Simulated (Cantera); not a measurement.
A perfectly stirred reactor is fed with CH₄ : O₂ : N₂ = 1 : 1.82 : 6.84 (molar parts), equivalence ratio 1.1, at 7500 Torr; it is adiabatic with a 550 K inlet, and is followed from long to short residence time, starting on the burning branch (τ in s: 0.11, 0.055, 0.027, 0.013, 0.0062, 0.003, 0.0014, 0.00069, 0.00033, 0.00016, 7.7e-05, 3.7e-05, 1.8e-05).

Computed with Cantera and GRI-Mech 3.0 (53 species, 325 reactions).

### Question
Predict: blow-out, bracketed by the residence times tried; x(CH₄) at τ = 0.110 s; x(O₂) at τ = 0.110 s; x(CH₂O) at τ = 0.110 s; x(NO) at τ = 0.110 s; x(CH₄) at τ = 1.40 ms; x(O₂) at τ = 1.40 ms; x(CH₂O) at τ = 1.40 ms; x(NO) at τ = 1.40 ms; x(C₂H₂) at τ = 1.40 ms.

### Answer
```json
{
 "blow_out_bracketed_by_the_residence_times_tried": "burning at 37.0 µs, out at 18.0 µs",
 "x(CH₄) at τ = 0.110 s": "1.42e-6",
 "x(O₂) at τ = 0.110 s": "0.000355",
 "x(CH₂O) at τ = 0.110 s": "1.38e-7",
 "x(NO) at τ = 0.110 s": "0.000678",
 "x(CH₄) at τ = 1.40 ms": "4.38e-5",
 "x(O₂) at τ = 1.40 ms": "0.00162",
 "x(CH₂O) at τ = 1.40 ms": "5.60e-6",
 "x(NO) at τ = 1.40 ms": "0.000539",
 "x(C₂H₂) at τ = 1.40 ms": "2.85e-7"
}
```
